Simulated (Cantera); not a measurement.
Cantera run:

```python
import numpy as np
import cantera as ct

gas_names = [...]  # 123 gases of nasa_gas.yaml made of C, H, O, Si
cond_names = """
    C(gr) C6H6(L) C7H8(L) C8H18(L),n-octa H2O(s) H2O(L) Si(cr) Si(L) SiC(b) SiO2(Lqz) SiO2(hqz) SiO2(L)
""".split()


# ... load() reads the species with a 1 bar reference pressure and builds the phases ...
atoms = {
    'SiC': {'Si': 1, 'C': 1},
    'CO2': {'C': 1, 'O': 2},
    'H2': {'H': 2},
}
top_T = {'C(gr)': 4500, 'SiC(b)': 3050}  # K; cautious upper limits of use, not melting points


# ... equilibrate(T, P, feed) seeds the gas with the atoms and calls Mixture.equilibrate('TP', solver="vcs", rtol=1e-11, max_steps=5000) ...
results = []
feed = {'SiC': 1, 'CO2': 0.18, 'H2': 760}  # mol
P = 0.17  # Pa
for T in [1000, 1075, 1150, 1225, 1300, 1375, 1450, 1525, 1600, 1675, 1750]:
    mix = equilibrate(T, P, feed)
    results.append((T, P, feed, dict(zip(mix.species_names, mix.species_moles))))

top = {s: max(r[3][s] / sum(r[3][g] for g in gas_names) for r in results) for s in gas_names}
cols = sorted((s for s in top if top[s] > 1e-05), key=lambda s: -top[s])[:7]
seen = [c for c in cond_names if any(r[3].get(c, 0) > 1e-12 for r in results)]
print("log10 of partial pressures in bar; condensed amounts in mol")
print(f"{'T/K':>10s}" + "".join(f"{s[:9]:>10s}" for s in cols + seen))
for T, P, feed, n in results:
    ng = sum(n[g] for g in gas_names)
    print(f"{T:10.4g}" + "".join(f"{np.log10(max(n[s] / ng * P / 1e5, 1e-99)):10.3f}" for s in cols)
          + "".join(f"{n.get(c, 0):10.4g}" for c in seen))
```

It prints:

```
log10 of partial pressures in bar; condensed amounts in mol
       T/K        H2         H        Si        CO       SiO C2H2,acet      SiC2     C(gr)    SiC(b) SiO2(hqz)
      1000    -5.770   -11.529   -17.594    -9.254   -10.205   -17.846   -26.313         0    0.9307   0.04139
      1075    -5.770   -10.718   -15.604    -9.219    -9.696   -17.211   -23.911         0      0.91         0
      1150    -5.770   -10.012   -14.082    -9.219    -9.696   -16.248   -21.619         0      0.91         0
      1225    -5.770    -9.391   -12.747    -9.219    -9.697   -15.405   -19.611         0      0.91         0
      1300    -5.770    -8.841   -11.568    -9.218    -9.699   -14.657   -17.836         0    0.9094         0
      1375    -5.771    -8.351   -10.537    -9.209    -9.730   -13.957   -16.239         0    0.9034         0
      1450    -5.773    -7.911    -9.739    -9.159    -9.964   -13.082   -14.686         0    0.8686         0
      1525    -5.778    -7.515    -9.419    -9.104   -10.965   -11.497   -12.887         0    0.8216         0
      1600    -5.788    -7.159    -8.989    -9.105   -11.642   -10.349   -11.399    0.2504    0.5245         0
      1675    -5.809    -6.840    -8.676    -9.114   -11.980   -10.045   -10.854    0.7211         0         0
      1750    -5.848    -6.557    -8.694    -9.132   -12.601    -9.787   -10.661    0.6388         0         0
```

Method: chemical equilibrium by Gibbs-energy minimisation in Cantera with the NASA 1993 tables (ideal gas, pure condensed phases).
